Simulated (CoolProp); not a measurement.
C2F6 (R116) along the isotherm 303.7 K: Z from the reference equation and from simpler models built on Tc = 293.0 K, pc = 3048 kPa, ω = 0.257; each cubic takes its own stable root.

Values from CoolProp's reference Helmholtz-energy equation of state, Lemmon 2006. It is a short technical equation, of lower accuracy than the large ones.

```tsv
p (kPa)	phase	reference	van der Waals	Redlich-Kwong	Soave-Redlich-Kwong
286	gas	0.9718	0.9739	0.9707	0.9712
571	gas	0.9425	0.9467	0.9403	0.9414
857	gas	0.9117	0.9181	[?]	0.9104
1140	gas	[?]	0.8881	0.8758	0.8784
1430	gas	0.8447	0.8554	0.8404	0.8439
1710	gas	0.8089	0.8215	0.8042	0.8088
2000	gas	0.7691	0.7834	0.7641	0.7700
2290	gas	0.7259	0.7411	0.7205	0.7282
2570	gas	0.6798	0.6948	0.6740	0.6840
2860	gas	0.6262	0.6379	0.6193	0.6329
3140	supercritical	0.5659	0.5670	0.5562	0.5758
3430	supercritical	0.4889	0.4482	0.4711	0.5041
3710	supercritical	0.3929	0.3612	0.3724	[?]
4000	supercritical	0.3148	0.3527	0.3321	0.3624
4290	supercritical	0.2934	0.3578	[?]	0.3446
4570	supercritical	0.2918	0.3669	0.3260	0.3416
```

What belongs in the gaps?


- 857, Redlich-Kwong: 0.9086
- 1140, reference: 0.8796
- 3710, Soave-Redlich-Kwong: 0.4210
- 4290, Redlich-Kwong: 0.3245
